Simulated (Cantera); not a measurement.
A freely propagating, adiabatic, planar premixed flame of H₂ : O₂ : N₂ = 1 : 0.417 : 1.57 (molar parts), unburnt at 475 K and 0.300 bar; mixture-averaged transport, grid criteria slope 0.08 and curve 0.16, no radiation.

Model: the H2/O2 subset of GRI-Mech 3.0, which has no nitrogen chemistry, integrated in Cantera. Burning velocities carry a grid error of a few per cent, more on coarse grids.

### Question
Predict: laminar burning velocity; thermal thickness; peak x(OH); peak x(H); peak x(H₂O₂); peak x(HO₂).

### Answer
| Property | Value |
|---|---|
| laminar burning velocity | 494 cm/s |
| thermal thickness | 2.07 mm |
| peak x(OH) | 0.0153 |
| peak x(H) | 0.0886 |
| peak x(H₂O₂) | 1.30e-5 |
| peak x(HO₂) | 0.000159 |
